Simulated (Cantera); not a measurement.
A closed system holds: 1 mol Si, 0.58 mol HCl, 1.4 mol H₂, 1.6 mol Cl₂, equilibrated at 377 °C and 100000 Pa.

These are equilibrium values from Cantera (NASA tables, ideal gas, pure condensed phases), not measurements of a reactor. Candidate condensed phases: Si; 19 gas species. Equilibrium is a limit: real reactors are often held back by kinetics, nucleation or transport.

Base state: H₂ 0.612, SiCl₄ 0.303, SiHCl₃ 0.0828, SiH₂Cl₂ 0.00131, HCl 0.000182 (mole fractions); condensed: gas only.

**Question.** What changes in the equilibrium state with this change: Cl₂ from 1.6 to 0.89 mol?

**Answer.** 
```tsv
species	before	after
H₂	0.612	0.710
SiCl₄	0.303	0.194
SiHCl₃	0.0828	0.0938
SiH₃Cl	4.26e-6	1.52e-5
SiH₂Cl₂	0.00131	0.00264
HCl	0.000182	0.000119
Si(s), mol	0	0.355
```

**Question.** What changes in the equilibrium state with this change: temperature from 377 °C to 500 °C?

**Answer.** 
```
species    before    after
-------  --------  -------
H₂          0.612    0.611
SiCl₄       0.303    0.303
SiHCl₃     0.0828   0.0831
HCl      0.000182  0.00140
SiCl₃     1.76e-6  4.20e-5
SiH₂Cl₂   0.00131  0.00175
```
The tables' values for SiCl₃ are old estimates; treat these amounts as uncertain.
